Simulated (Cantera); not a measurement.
An isothermal plug-flow reactor at 548 K and 500000 Pa (inlet), inlet velocity 0.75 m/s, active area per volume 250 1/m; feed 0.619 % H2, 1.61 % O2, 97.8 % N2, equivalence ratio 0.19.

Computed with Cantera and Deutschmann's 1995 Pt surface mechanism with GRI-Mech 3.0 gas chemistry. Catalytic surfaces can have several steady states; this one follows from the mechanism file's or the stated starting coverage. Mass transfer to the wall is taken as infinitely fast.

One state of this run: x H2 = 0.000433; x O2 = 0.0132; x H2O = 0.00577; θ free Pt = 0.0508; θ O* = 0.922; θ OH* = 0.0270. x: gas mole fraction; θ: surface coverage.

Which value of z (m) does it belong to?
A. 0.0011
B. 0.02
C. 0.002
D. 0.011

C, 0.002
